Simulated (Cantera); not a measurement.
Charge: 1 mol CuF2, 3.7 mol H2, held at 1.33 mbar.

These are equilibrium values from Cantera (NASA tables, ideal gas, pure condensed phases), not measurements of a reactor. Candidate condensed phases: Cu, CuF2; 15 gas species. Equilibrium is a limit: real reactors are often held back by kinetics, nucleation or transport. All values below are at 1075 °C.

Base state: H2 0.574, HF 0.425, Cu 0.000351, H 4.80e-5, CuF 2.22e-5 (mole fractions); condensed: Cu(s).

**Question.** What changes in the equilibrium state with this change: CuF2 replaced by MgF2?

**Answer.** 
```
species         before     after
------------  --------  --------
H2               0.574     0.990
HF               0.425   0.00532
Mg                   0   0.00259
Cu            0.000351         0
MgF2                 0   0.00143
MgF                  0  0.000134
CuF            2.22e-5         0
H              4.80e-5   6.31e-5
Cu(s), mol       0.998         0
MgF2(s), mol         0     0.985
```
Further candidate phases: Mg, MgF2.
